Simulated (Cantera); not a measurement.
Input: 1 mol CH₃Cl, 0.35 mol HCl, equilibrated at 1252 °C and 0.000390 bar.

These are equilibrium values from Cantera (NASA tables, ideal gas, pure condensed phases), not measurements of a reactor. Candidate condensed phases: C, C₆H₆, C₇H₈, C₈H₁₈; 91 gas species. The numbers say what is thermodynamically allowed, not how fast it happens.

Base state: HCl 0.573, H₂ 0.425, Cl 0.000845, H 0.000781 (mole fractions); condensed: C(graphite).

Q: What changes in the equilibrium state with this change: CH₃Cl replaced by c-C₄F₈?

A: 
```
species             before     after
----------------  --------  --------
CF₄                      0     0.730
HF                       0     0.133
Cl                0.000845     0.130
HCl                  0.573  0.000711
H₂                   0.425     <1e-9
CF₂                      0   0.00267
F                        0  0.000996
C(graphite), mol     1.000      2.08
```
The feed counts by its element totals alone. Gases not in the tables: C₂F₆ and larger saturated fluorocarbons.
